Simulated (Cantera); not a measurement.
An isothermal, constant-pressure homogeneous reactor starts with 15.1 % CH4, 84.5 % N2, 0.437 % H2O, at 1323 K and 0.490 bar.

Cantera simulation using GRI-Mech 3.0 (53 species, 325 reactions); the numbers are that mechanism's predictions, not measurements. GRI-Mech 3.0 stops at C3 and has no aromatics, soot or wall deposition, so with more carbon than oxygen in the feed, carbon stays in small species such as C2H2 where larger ones or solid carbon would form.

**Question.** Predict: x(CH4) at 80.0 s; x(C2H2) at 80.0 s; x(CH3) at 80.0 s.

**Answer.** 
- x(CH4) at 80.0 s: 0.0848 (gas-phase equilibrium 0.0323)
- x(C2H2) at 80.0 s: 0.0263 (gas-phase equilibrium 0.0207)
- x(CH3) at 80.0 s: 6.76e-6 (gas-phase equilibrium 3.68e-6)
